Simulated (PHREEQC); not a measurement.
Solution (20 °C): 0.21 mol/kgw Na2SO4, 0.077 mol/kgw NaHCO3 and 0.67 mol/kgw NaCl. Closed to the air; pH follows from the charge balance.

All values are PHREEQC results (Pitzer model, pitzer.dat), not measurements.

Each row changes one thing in this solution. This is a speciation only: nothing precipitates in the calculation.

| case | pH | CO2 (mol/kgw) | SI of Halite (NaCl) |
|---|---|---|---|
| as made | 7.77 | 0.00124 | -2.12 |
| temperature from 20 to 15 °C | [?] | 0.00123 | [?] |
| Na2SO4 left out | [?] | 0.00136 | [?] |
| temperature from 20 to 85 °C | 7.61 | 0.00142 | -2.18 |
| Na2SO4 from 0.21 to 0.042 mol/kgw | [?] | 0.00133 | -2.21 |

### Question
Fill in the missing entries.

### Answer

- temperature from 20 to 15 °C, pH: 7.82
- temperature from 20 to 15 °C, SI of Halite (NaCl): -2.11
- Na2SO4 left out, pH: 7.86
- Na2SO4 left out, SI of Halite (NaCl): -2.23
- Na2SO4 from 0.21 to 0.042 mol/kgw, pH: 7.84

Species that the database lacks are ignored. In brines, pH and single-ion activities rest on the MacInnes convention. Constants without temperature data keep their 25 °C values here.
